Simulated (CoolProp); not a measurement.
Computed with CoolProp (reference Helmholtz-energy equation of state, Schroeder 2014).

Question: Give the vapour pressure (kPa), liquid density (kg/m³), enthalpy of vaporisation (kJ/kg), liquid cp (kJ/(kg K)) of saturated ethanol at 30.55, 51.95 °C.

Answer: 
| T (°C) | p (kPa) | liquid density (kg/m³) | enthalpy of vaporisation (kJ/kg) | liquid cp (kJ/(kg K)) |
|---|---|---|---|---|
| 30.55 | 10.8 | 780 | 915 | 2.48 |
| 51.95 | 32.3 | 761 | 888 | 2.67 |
